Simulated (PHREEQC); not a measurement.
Consider water at 25 °C with 52 mmol/kgw AgNO3 and 1.9 mmol/kgw NaNO3. Closed to the air; pH follows from the charge balance.

Model: ion-association model, wateq4f.dat, run in PHREEQC.

```
quantity             before    after
-----------------  --------  -------
pH                     6.67     6.57
AgNO3 (mol/kgw)    0.000900  0.00305
AgOH (mol/kgw)      1.93e-7  2.82e-7
SI of Ag2O (Ag2O)     -2.00    -1.66
```

**Question.** Name the change that produced these shifts.
(A) AgNO3 from 0.052 to 0.104 mol/kgw
(B) 0.051 mol/kgw Cu(NO3)2 added
(C) diluted 100-fold with water
(D) NaNO3 replaced by NaAlO2 at the same molality
(E) temperature from 25 to 70 °C

**Answer.** A, AgNO3 from 0.052 to 0.104 mol/kgw

No solid was allowed to form.
